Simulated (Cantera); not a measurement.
Input (Python, Cantera) and output of one run.

```python
import numpy as np
import cantera as ct

gas_names = """
    H HO2 H2 H2O H2O2 H2S H2SO4 O OH O2 O3 S SH SO SO2 SO3 S2 S2O S8
""".split()
cond_names = """
    H2O(s) H2O(L) H2SO4(L) S(cr1) S(cr2) S(L)
""".split()


# ... load() reads the species with a 1 bar reference pressure and builds the phases ...
atoms = {
    'S': {'S': 1},
    'O2': {'O': 2},
    'H2': {'H': 2},
}
top_T = {}  # K; cautious upper limits of use, not melting points


# ... equilibrate(T, P, feed) seeds the gas with the atoms and calls Mixture.equilibrate('TP', solver="vcs", rtol=1e-11, max_steps=5000) ...
results = []
feed = {'S': 1, 'O2': 2.2, 'H2': 2.3}  # mol
P = 10000  # Pa
for T in [1700, 1800, 1900, 2000, 2100, 2200, 2300, 2400, 2500, 2600, 2700, 2800, 2900]:
    mix = equilibrate(T, P, feed)
    results.append((T, P, feed, dict(zip(mix.species_names, mix.species_moles))))

top = {s: max(r[3][s] / sum(r[3][g] for g in gas_names) for r in results) for s in gas_names}
cols = sorted((s for s in top if top[s] > 1e-05), key=lambda s: -top[s])[:9]
seen = [c for c in cond_names if any(r[3].get(c, 0) > 1e-12 for r in results)]
print("log10 of partial pressures in bar; condensed amounts in mol")
print(f"{'T/K':>10s}" + "".join(f"{s[:9]:>10s}" for s in cols + seen))
for T, P, feed, n in results:
    ng = sum(n[g] for g in gas_names)
    print(f"{T:10.4g}" + "".join(f"{np.log10(max(n[s] / ng * P / 1e5, 1e-99)):10.3f}" for s in cols)
          + "".join(f"{n.get(c, 0):10.4g}" for c in seen))
```

Result:

```
log10 of partial pressures in bar; condensed amounts in mol
       T/K       H2O       SO2         H        H2        OH        O2         O        SO         S
      1700    -1.164    -1.526    -6.055    -4.446    -4.059    -2.829    -5.764    -5.329    -9.494
      1800    -1.165    -1.526    -5.457    -4.021    -3.781    -2.825    -5.327    -4.817    -8.512
      1900    -1.167    -1.527    -4.923    -3.646    -3.530    -2.812    -4.931    -4.364    -7.642
      2000    -1.170    -1.529    -4.448    -3.318    -3.300    -2.783    -4.566    -3.965    -6.877
      2100    -1.176    -1.533    -4.025    -3.036    -3.088    -2.733    -4.224    -3.619    -6.211
      2200    -1.186    -1.539    -3.648    -2.797    -2.892    -2.662    -3.899    -3.321    -5.635
      2300    -1.200    -1.550    -3.312    -2.596    -2.709    -2.574    -3.591    -3.065    -5.135
      2400    -1.222    -1.567    -3.012    -2.427    -2.542    -2.479    -3.301    -2.844    -4.700
      2500    -1.252    -1.592    -2.742    -2.286    -2.392    -2.384    -3.031    -2.654    -4.316
      2600    -1.293    -1.627    -2.501    -2.169    -2.260    -2.295    -2.780    -2.492    -3.975
      2700    -1.350    -1.676    -2.284    -2.077    -2.148    -2.217    -2.551    -2.356    -3.670
      2800    -1.425    -1.743    -2.092    -2.010    -2.058    -2.154    -2.342    -2.245    -3.399
      2900    -1.524    -1.831    -1.924    -1.969    -1.993    -2.110    -2.155    -2.161    -3.157
```

Equilibrium computed with Cantera from the NASA thermochemical tables; the gas is ideal and each condensed phase is pure.
